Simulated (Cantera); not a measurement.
Mixture: H₂ : O₂ : N₂ = 1 : 0.417 : 1.46 (molar parts), equivalence ratio 1.2, at 1.10 bar, adiabatic and at constant pressure. Ignition delay is the time to a rise of 400 K.

Cantera simulation using the H2/O2 subset of GRI-Mech 3.0, which has no nitrogen chemistry; the numbers are that mechanism's predictions, not measurements. Where the delays flatten at high temperature, the 400 K rule measures the pace of heat release, not the induction time.

Problem. What does this change do: pressure from 1.10 bar to 0.310 bar?

Solution. 
| quantity | before | after |
|---|---|---|
| delay at 975 K | 1.26 ms | 0.680 ms |
| delay at 1175 K | 48.2 µs | 0.175 ms |
| delay at 1375 K | 20.2 µs | 99.2 µs |
| delay at 1575 K | 13.4 µs | 91.7 µs |
| delay at 1775 K | 12.3 µs | 0.109 ms |
